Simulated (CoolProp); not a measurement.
Vapour pressure (bar) of nitrogen: the reference equation beside estimates from Tc = -147.0 °C, pc = 33.96 bar, ω = 0.037.

Values from CoolProp's reference Helmholtz-energy equation of state, Span 2000.

```json
[
 {"T (°C)": "-202.05", "reference": "0.4516", "Soave-Redlich-Kwong": "0.4426", "Peng-Robinson": "0.4617"},
 {"T (°C)": "-196.95", "reference": "0.8823", "Soave-Redlich-Kwong": "0.8706", "Peng-Robinson": "0.8943"},
 {"T (°C)": "-191.75", "reference": "1.591", "Soave-Redlich-Kwong": "1.580", "Peng-Robinson": "1.604"},
 {"T (°C)": "-186.55", "reference": "2.662", "Soave-Redlich-Kwong": "2.658", "Peng-Robinson": "2.675"},
 {"T (°C)": "-181.35", "reference": "4.192", "Soave-Redlich-Kwong": "4.204", "Peng-Robinson": "4.205"},
 {"T (°C)": "-176.25", "reference": "6.236", "Soave-Redlich-Kwong": "6.278", "Peng-Robinson": "6.253"},
 {"T (°C)": "-171.05", "reference": "8.976", "Soave-Redlich-Kwong": "9.065", "Peng-Robinson": "9.006"},
 {"T (°C)": "-165.85", "reference": "12.49", "Soave-Redlich-Kwong": "12.64", "Peng-Robinson": "12.54"},
 {"T (°C)": "-160.65", "reference": "16.90", "Soave-Redlich-Kwong": "17.11", "Peng-Robinson": "16.99"}
]
```

Absolute difference from the reference over all 9 rows, mean and median: Soave-Redlich-Kwong 1.0 and 1.0 %, Peng-Robinson 0.8 and 0.5 %.
